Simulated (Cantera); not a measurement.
**Adiabatic ignition**

An adiabatic, constant-volume homogeneous reactor starts with 9.51 % CH₄, 19.0 % O₂, 71.5 % N₂, equivalence ratio 1.0, at 1025 K and 1.00 atm.

Computed with Cantera and GRI-Mech 3.0 (53 species, 325 reactions).

| t (s) | T (K) | P (bar) | x CH₄ | x O₂ | x H₂O | x HCN | x C₂H | x NO₂ |
|---|---|---|---|---|---|---|---|---|
| 4.00e-6 | 1025 | 1.01 | 0.0951 | 0.190 | <1e-12 | <1e-12 | <1e-12 | <1e-12 |
| 1.05e-5 | 1025 | 1.01 | 0.0951 | 0.190 | <1e-12 | <1e-12 | <1e-12 | <1e-12 |
| 2.76e-5 | 1025 | 1.01 | 0.0951 | 0.190 | 1.87e-12 | <1e-12 | <1e-12 | <1e-12 |
| 7.26e-5 | 1025 | 1.01 | 0.0951 | 0.190 | 1.29e-11 | <1e-12 | <1e-12 | <1e-12 |
| 0.000191 | 1025 | 1.01 | 0.0951 | 0.190 | 8.95e-11 | <1e-12 | <1e-12 | <1e-12 |
| 0.000502 | 1025 | 1.01 | 0.0951 | 0.190 | 6.41e-10 | <1e-12 | <1e-12 | <1e-12 |
| 0.00132 | 1025 | 1.01 | 0.0951 | 0.190 | 4.84e-9 | <1e-12 | <1e-12 | <1e-12 |
| 0.00346 | 1025 | 1.01 | 0.0951 | 0.190 | 4.08e-8 | <1e-12 | <1e-12 | <1e-12 |
| 0.00910 | 1025 | 1.01 | 0.0951 | 0.190 | 4.12e-7 | <1e-12 | <1e-12 | <1e-12 |
| 0.0239 | 1025 | 1.01 | 0.0951 | 0.190 | 3.51e-6 | <1e-12 | <1e-12 | <1e-12 |
| 0.0629 | 1025 | 1.01 | 0.0950 | 0.190 | 1.56e-5 | <1e-12 | <1e-12 | <1e-12 |
| 0.165 | 1026 | 1.01 | 0.0950 | 0.190 | 6.61e-5 | <1e-12 | <1e-12 | <1e-12 |
| 0.434 | 1029 | 1.02 | 0.0945 | 0.190 | 0.000505 | <1e-12 | <1e-12 | <1e-12 |
| 1.14 | 2775 | 2.84 | <1e-12 | 0.0161 | 0.158 | 1.96e-9 | <1e-12 | 2.95e-6 |
| 3.00 | 2775 | 2.84 | <1e-12 | 0.0161 | 0.158 | 1.96e-9 | <1e-12 | 2.95e-6 |
x: mole fraction; the columns are a selection and need not sum to one.

```yaml
time_of_steepest_temperature_rise: 0.689 s
temperature at 3.00 s: 2775 K
equilibrium_temperature: 2775 K
x(CH₄) at 3.00 s: <1e-12 (gas-phase equilibrium <1e-12)
x(O₂) at 3.00 s: 0.0161 (gas-phase equilibrium 0.0161)
x(H₂O) at 3.00 s: 0.158 (gas-phase equilibrium 0.158)
```
